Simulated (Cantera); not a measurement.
A freely propagating, adiabatic, planar premixed flame of C₃H₈ : O₂ : N₂ : H₂O = 1 : 3.85 : 14.5 : 3.2 (molar parts), equivalence ratio 1.3, unburnt at 675 K and 1.18 atm; unity-Lewis-number transport, grid criteria slope 0.08 and curve 0.16, no radiation.

Computed with Cantera and GRI-Mech 3.0 (53 species, 325 reactions). GRI-Mech 3.0 was tuned for natural gas; its chemistry of propane as a main component is partial and can be far from experiment. Unity Lewis numbers drop preferential diffusion, which matters most where H2 and H carry the flame. Burning velocities carry a grid error of a few per cent, more on coarse grids.

x: mole fraction of selected species; z is measured from the peak of heat release.

```json
[
 {"z (mm)": "-1.16", "T (K)": "676", "u (m/s)": "0.749", "x C₃H₈": "0.0443", "x O₂": "0.171", "x H₂O": "0.142", "x C₂H₂": "2.12e-6", "x HCO": "<1e-8", "x CH₂CO": "8.46e-7"},
 {"z (mm)": "-0.773", "T (K)": "681", "u (m/s)": "0.756", "x C₃H₈": "0.0440", "x O₂": "0.170", "x H₂O": "0.142", "x C₂H₂": "1.72e-5", "x HCO": "<1e-8", "x CH₂CO": "6.88e-6"},
 {"z (mm)": "-0.580", "T (K)": "700", "u (m/s)": "0.778", "x C₃H₈": "0.0431", "x O₂": "0.168", "x H₂O": "0.144", "x C₂H₂": "6.71e-5", "x HCO": "<1e-8", "x CH₂CO": "2.68e-5"},
 {"z (mm)": "-0.387", "T (K)": "789", "u (m/s)": "0.884", "x C₃H₈": "0.0388", "x O₂": "0.156", "x H₂O": "0.151", "x C₂H₂": "0.000306", "x HCO": "<1e-8", "x CH₂CO": "0.000122"},
 {"z (mm)": "-0.193", "T (K)": "1143", "u (m/s)": "1.33", "x C₃H₈": "0.0214", "x O₂": "0.110", "x H₂O": "0.180", "x C₂H₂": "0.00128", "x HCO": "1.20e-7", "x CH₂CO": "0.000510"},
 {"z (mm)": "-0.0967", "T (K)": "?", "u (m/s)": "1.77", "x C₃H₈": "?", "x O₂": "?", "x H₂O": "?", "x C₂H₂": "0.00223", "x HCO": "?", "x CH₂CO": "?"},
 {"z (mm)": "0", "T (K)": "1808", "u (m/s)": "2.22", "x C₃H₈": "0.000105", "x O₂": "0.0259", "x H₂O": "0.232", "x C₂H₂": "0.00239", "x HCO": "3.16e-5", "x CH₂CO": "0.000398"},
 {"z (mm)": "0.0967", "T (K)": "1950", "u (m/s)": "2.41", "x C₃H₈": "3.74e-8", "x O₂": "0.00866", "x H₂O": "0.239", "x C₂H₂": "0.000478", "x HCO": "7.61e-6", "x CH₂CO": "3.56e-5"},
 {"z (mm)": "0.193", "T (K)": "1993", "u (m/s)": "2.45", "x C₃H₈": "<1e-8", "x O₂": "0.00436", "x H₂O": "0.239", "x C₂H₂": "4.16e-5", "x HCO": "8.46e-7", "x CH₂CO": "2.12e-6"},
 {"z (mm)": "0.387", "T (K)": "2034", "u (m/s)": "2.50", "x C₃H₈": "<1e-8", "x O₂": "0.00250", "x H₂O": "0.240", "x C₂H₂": "5.30e-7", "x HCO": "1.65e-7", "x CH₂CO": "2.21e-8"},
 {"z (mm)": "0.773", "T (K)": "2077", "u (m/s)": "2.54", "x C₃H₈": "<1e-8", "x O₂": "0.00139", "x H₂O": "0.243", "x C₂H₂": "<1e-8", "x HCO": "1.08e-7", "x CH₂CO": "<1e-8"},
 {"z (mm)": "1.55", "T (K)": "2113", "u (m/s)": "2.58", "x C₃H₈": "<1e-8", "x O₂": "?", "x H₂O": "0.247", "x C₂H₂": "<1e-8", "x HCO": "?", "x CH₂CO": "<1e-8"},
 {"z (mm)": "3.09", "T (K)": "2137", "u (m/s)": "2.60", "x C₃H₈": "<1e-8", "x O₂": "0.000233", "x H₂O": "0.249", "x C₂H₂": "<1e-8", "x HCO": "3.89e-8", "x CH₂CO": "<1e-8"}
]
```

**Question.** Fill in the missing entries.

**Answer.** 
- -0.0967, T (K): 1477
- -0.0967, x C₃H₈: 0.00641
- -0.0967, x O₂: 0.0668
- -0.0967, x H₂O: 0.207
- -0.0967, x HCO: 7.98e-6
- -0.0967, x CH₂CO: 0.000816
- 1.55, x O₂: 0.000626
- 1.55, x HCO: 6.68e-8
